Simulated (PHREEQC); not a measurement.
Dissolve 1.4 mmol/kgw HF, 0.098 mmol/kgw NH4HF2 and 3.9 mmol/kgw H2SO4 at 25 °C. Closed to the air; pH follows from the charge balance.

All values are PHREEQC results (ion-association model, phreeqc.dat), not measurements.

```
quantity                    before     after
------------------------  --------  --------
pH                            2.21      3.10
ionic strength (mol/kgw)   0.00948   0.00120
SO4-2 (mol/kgw)            0.00270  0.000365
HF (mol/kgw)               0.00142   8.50e-5
HSO4- (mol/kgw)            0.00120   2.50e-5
F- (mol/kgw)              0.000172   7.46e-5
```

### Question
What was changed between the two runs?
A. diluted 10-fold with water
B. diluted 2-fold with water
C. NH4HF2 from 9.8e-05 to 9.8e-06 mol/kgw
D. temperature from 25 to 10 °C
E. NH4HF2 from 9.8e-05 to 0.000196 mol/kgw

### Answer
A, diluted 10-fold with water

This is a speciation only: nothing precipitates in the calculation.
